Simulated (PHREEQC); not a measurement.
A PHREEQC speciation (ion-association model, phreeqc.dat) at 25 °C gives pH 6.33 and these molalities:

| species | mol/kgw |
|---|---|
| SO4-2 | 0.0878 |
| Mn+2 | 0.0875 |
| MnSO4 | 0.0824 |
| MgSO4 | 0.000347 |
| Mg+2 | 0.000253 |
| Na+ | 0.000108 |
| F- | 0.000103 |
| MnF+ | 1.63e-5 |
| NaSO4- | 1.15e-5 |
| MnOH+ | 1.90e-6 |
| HSO4- | 1.28e-6 |
| H+ | 6.00e-7 |
| MgF+ | 5.05e-7 |
| HF | 4.39e-8 |
| OH- | 3.27e-8 |

Problem. What are the element totals, and what could have been dissolved in 1 kg of water to give them?

Solution. This is not unique; one that fits is totals F 0.000120, Mg 0.000600, Mn(2) 0.170, Na 0.000120, S(6) 0.171 mol/kgw, from 0.17 mol MnSO4, 0.0006 mol MgSO4 and 0.00012 mol NaF per kg of water.

This is a speciation only: nothing precipitates in the calculation.
